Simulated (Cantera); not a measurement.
**Thermodynamics of carbon deposition, reforming and gasification, feed C₃H₈ + H₂**

Feed: 1 mol C₃H₈, 52 mol H₂, equilibrated at 1198 K.

These are equilibrium values from Cantera (NASA tables, ideal gas, pure condensed phases), not measurements of a reactor. Candidate condensed phases: C, C₆H₆, C₇H₈, C₈H₁₈; 76 gas species. The ideal-gas law is rough above about 30 bar. Kinetics and transport are ignored.

```tsv
P (Pa)	log p H₂	log p CH₄	log p H	log p C₂H₆	log p C₂H₄	log p C₂H₂ (acetylene)	log p CH₃	n C(graphite)
10	-4.00	-9.79	-8.72	<-16	-13.91	-11.00	-13.24	3.00
100	-3.00	-7.79	-8.22	<-15	-11.91	-10.00	-11.74	3.00
1000	-2.00	-5.80	-7.72	-12.71	-9.91	-9.00	-10.24	2.99
10000	-1.00	-3.80	-7.22	-9.71	-7.91	-8.01	-8.74	2.91
100000	-0.01	-1.81	-6.72	-6.73	-5.92	-7.01	-7.25	2.14
1000000	0.97	-0.25	-6.23	-4.59	-4.76	-6.83	-6.18	0
10000000	1.97	0.75	-5.73	-3.59	-4.76	-7.83	-5.68	0
```
log p: log10 of the partial pressure in bar; n: condensed amount in mol.

From 0.0750 Torr to 750 Torr the condensed part is C(graphite). From 7500 Torr to 75000 Torr nothing is condensed. The main C-bearing gas is CH₄ throughout.
